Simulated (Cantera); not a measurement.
Charge: 1 mol CH3F, 0.14 mol H2, at 1.00 bar.

These are equilibrium values from Cantera (NASA tables, ideal gas, pure condensed phases), not measurements of a reactor. Candidate condensed phases: C, C6H6, C7H8, C8H18; 110 gas species. Ions and electrons are included (thermal ionisation). Equilibrium is a limit: real reactors are often held back by kinetics, nucleation or transport.

Question: Which condensed phases are stable at each of these points (T (°C)): 1727, 1977, 2227, 2477, 2727, 2977, 3227, 3477, 3727, 3977, 4227, 4477, 4727?

Answer: 
| T (°C) | condensed phases | C condensed (%) |
|---|---|---|
| 1727 | C(graphite) | 99.8 |
| 1977 | C(graphite) | 99.2 |
| 2227 | C(graphite) | 97.6 |
| 2477 | C(graphite) | 93.8 |
| 2727 | C(graphite) | 86.6 |
| 2977 | C(graphite) | 72.3 |
| 3227 | C(graphite) | 29.0 |
| 3477 | gas only | 0.0 |
| 3727 | gas only | 0.0 |
| 3977 | gas only | 0.0 |
| 4227 | gas only | 0.0 |
| 4477 | gas only | 0.0 |
| 4727 | gas only | 0.0 |

From 1727 °C to 3227 °C the condensed part is C(graphite). From 3477 °C to 4727 °C nothing is condensed.
